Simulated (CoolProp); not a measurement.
Saturated liquid density (kg/m³) of cis-2-butene: the reference equation beside estimates from Tc = 435.8 K, pc = 4.236 MPa, ω = 0.202.

Model: reference Helmholtz-energy equation of state, Lemmon 2005, in CoolProp. It is a short technical equation, of lower accuracy than the large ones.

```tsv
T (K)	reference	van der Waals	Soave-Redlich-Kwong	Peng-Robinson
306.6	605.2	373.2	557.5	631.3
314.1	596.0	…	547.7	620.5
321.6	586.4	361.5	537.4	609.2
329	576.7	355.4	526.8	597.4
336.5	566.5	349.0	…	584.8
344	556.0	342.3	503.6	571.4
351.5	545.0	335.4	491.0	557.3
358.9	533.7	328.1	…	542.4
366.4	521.7	320.4	463.9	526.4
373.9	508.9	312.2	448.8	509.2
381.4	495.3	303.6	432.7	…
```

**Question.** Some entries are withheld; supply them.

**Answer.** 
- 314.1, van der Waals: 367.5
- 336.5, Soave-Redlich-Kwong: 515.5
- 358.9, Soave-Redlich-Kwong: 477.9
- 381.4, Peng-Robinson: 490.6

Absolute difference from the reference over all 11 rows, mean and median: van der Waals 38.5 and 38.4 %, Soave-Redlich-Kwong 9.8 and 9.4 %, Peng-Robinson 2.5 and 2.8 %.
